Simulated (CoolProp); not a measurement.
A single-stage vapour-compression cycle with CH3F (R41): evaporating at 200.15 K (dew point), condensing at 222.15 K (bubble point), superheat 2 K, subcooling 0 K, compressor efficiency 0.7, no pressure losses. Each further row changes one setting.

Computed with CoolProp (reference Helmholtz-energy equation of state, Lemmon 2006). It is a short technical equation, of lower accuracy than the large ones.

```
case                              cooling COP  pressure ratio  discharge temperature (K)  refrigerating effect (kJ/kg)  volumetric capacity (kJ/m³)
--------------------------------  -----------  --------------  -------------------------  ----------------------------  ---------------------------
as stated                                 ___            2.77                      276.2                           436                         1250
evaporating temperature 205.15 K          ___             ___                      262.0                           439                         1600
condensing temperature 217.15 K          7.51            2.24                      259.4                           447                         1280
subcooling 5 K                            ___            2.77                      276.2                           447                         1280
superheat 12 K                           5.49            2.77                        ___                           448                         1210
compressor efficiency 0.6                4.86            2.77                      287.2                           436                         1250
```

Question: What belongs in the gaps?

Answer: 
- as stated, cooling COP: 5.66
- evaporating temperature 205.15 K, cooling COP: 7.70
- evaporating temperature 205.15 K, pressure ratio: 2.15
- subcooling 5 K, cooling COP: 5.80
- superheat 12 K, discharge temperature (K): 290.5
